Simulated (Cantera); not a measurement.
**Pyrogenic steam for wet oxidation**

An isothermal, constant-pressure homogeneous reactor starts with 12.4 % H2, 11.2 % O2, 76.4 % N2, equivalence ratio 0.55, at 1373 K and 750 Torr.

Model: GRI-Mech 3.0 (53 species, 325 reactions), integrated in Cantera. The temperature is held fixed by assumption; the heat of reaction is taken as removed at once.

| t (s) | x H2 | x O2 | x H2O | x NO | x H2O2 | x N2O | x NO2 |
|---|---|---|---|---|---|---|---|
| 0.000300 | 0.000447 | 0.0538 | 0.131 | 1.53e-5 | 1.05e-6 | 2.64e-7 | 4.97e-8 |
| 0.000705 | 7.13e-5 | 0.0538 | 0.131 | 1.53e-5 | 3.42e-7 | 2.99e-7 | 1.18e-7 |
| 0.00166 | 1.39e-5 | 0.0538 | 0.132 | 1.53e-5 | 1.16e-7 | 3.15e-7 | 1.46e-7 |
| 0.00389 | 3.57e-6 | 0.0539 | 0.132 | 1.53e-5 | 4.24e-8 | 3.20e-7 | 1.22e-7 |
| 0.00915 | 1.16e-6 | 0.0539 | 0.132 | 1.53e-5 | 1.69e-8 | 3.15e-7 | 8.58e-8 |
| 0.0215 | 4.58e-7 | 0.0539 | 0.132 | 1.53e-5 | 7.43e-9 | 2.92e-7 | 6.30e-8 |
| 0.0505 | 2.33e-7 | 0.0539 | 0.132 | 1.53e-5 | 3.94e-9 | 2.37e-7 | 5.90e-8 |
| 0.119 | 1.75e-7 | 0.0539 | 0.132 | 1.53e-5 | 2.96e-9 | 1.44e-7 | 6.26e-8 |
| 0.279 | 1.70e-7 | 0.0539 | 0.132 | 1.53e-5 | 2.85e-9 | 5.33e-8 | 6.34e-8 |
| 0.656 | 1.69e-7 | 0.0539 | 0.132 | 1.53e-5 | 2.85e-9 | 2.23e-8 | 6.34e-8 |
| 1.54 | 1.69e-7 | 0.0539 | 0.132 | 1.53e-5 | 2.85e-9 | 2.09e-8 | 6.34e-8 |
| 3.62 | 1.69e-7 | 0.0539 | 0.132 | 1.53e-5 | 2.85e-9 | 2.09e-8 | 6.34e-8 |
| 8.51 | 1.69e-7 | 0.0539 | 0.132 | 1.53e-5 | 2.85e-9 | 2.09e-8 | 6.34e-8 |
| 20.0 | 1.69e-7 | 0.0539 | 0.132 | 1.54e-5 | 2.85e-9 | 2.09e-8 | 6.34e-8 |
x: mole fraction; the columns are a selection and need not sum to one.

Equilibrium at this temperature and pressure: H2 1.69e-7, O2 0.0537, H2O 0.132, NO 0.000321, H2O2 2.85e-9, N2O 2.09e-8, NO2 1.32e-6 (gas phase only).
